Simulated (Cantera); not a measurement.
**Stirred combustor or abatement burner**

A perfectly stirred reactor is fed with 25.8 % H₂, 15.5 % O₂, 58.6 % N₂, equivalence ratio 0.83, at 0.830 bar; it is adiabatic with a 575 K inlet, and is followed from long to short residence time, starting on the burning branch (τ in s: 0.17, 0.072, 0.03, 0.013, 0.0054, 0.0023, 0.00096, 0.00041, 0.00017, 7.2e-05, 3e-05).

Computed with Cantera and GRI-Mech 3.0 (53 species, 325 reactions).

```tsv
τ (s)	T (K)	x H₂	x O₂	x OH	x N₂O	x NO	x HO₂
0.17	2372	0.00607	0.0276	0.0103	2.71e-7	0.00496	3.56e-6
0.072	2371	0.00630	0.0281	0.0106	2.63e-7	0.00399	3.63e-6
0.030	2366	0.00681	0.0289	0.0110	2.51e-7	0.00268	3.73e-6
0.013	2353	0.00791	0.0297	0.0119	2.34e-7	0.00156	3.87e-6
0.0054	2321	0.0103	0.0307	0.0134	2.03e-7	0.000792	4.20e-6
0.0023	2260	0.0143	0.0322	0.0153	1.62e-7	0.000372	5.10e-6
0.00096	2164	0.0199	0.0346	0.0170	1.26e-7	0.000159	7.23e-6
0.00041	2037	0.0259	0.0376	0.0177	1.02e-7	8.02e-5	1.09e-5
0.00017	1878	0.0318	0.0416	0.0167	8.59e-8	5.15e-5	1.64e-5
7.2e-5	1704	0.0374	0.0467	0.0142	7.24e-8	3.34e-5	2.39e-5
3.0e-5	1511	0.0482	0.0557	0.0105	5.57e-8	1.62e-5	3.62e-5
```
x: mole fraction; the columns are a selection and need not sum to one.
